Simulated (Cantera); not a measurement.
Moist CO burnout

A perfectly stirred reactor is fed with 0.786 % CO, 4.96 % O2, 0.720 % H2O, 93.5 % N2, equivalence ratio 0.079, at 3.20 bar; it is held at 1473 K, and followed from long to short residence time.

Cantera simulation using GRI-Mech 3.0 (53 species, 325 reactions); the numbers are that mechanism's predictions, not measurements.

```
τ (s)        x CO    x O2    x H2O     x NO      x H   x H2O2    x N2O
-------  --------  ------  -------  -------  -------  -------  -------
5.1       9.84e-6  0.0458  0.00722  1.34e-6  1.07e-8  1.90e-9  2.68e-7
1.5       2.35e-5  0.0458  0.00722  1.44e-6  3.15e-8  3.66e-9  5.23e-7
0.42      5.73e-5  0.0458  0.00721  1.67e-6  1.02e-7  7.40e-9  1.02e-6
0.12     0.000136  0.0459  0.00720  1.83e-6  3.29e-7  1.46e-8  1.78e-6
0.035    0.000315  0.0459  0.00719  1.68e-6  1.05e-6  2.79e-8  2.46e-6
0.010    0.000723  0.0461  0.00717  1.20e-6  3.32e-6  5.15e-8  2.61e-6
0.0029    0.00157  0.0465  0.00713  6.88e-7  9.57e-6  8.76e-8  2.20e-6
0.00083   0.00312  0.0471  0.00708  3.24e-7  2.31e-5  1.31e-7  1.52e-6
0.00024   0.00527  0.0481  0.00705  1.03e-7  3.65e-5  1.53e-7  7.78e-7
```
x: mole fraction; the columns are a selection and need not sum to one.
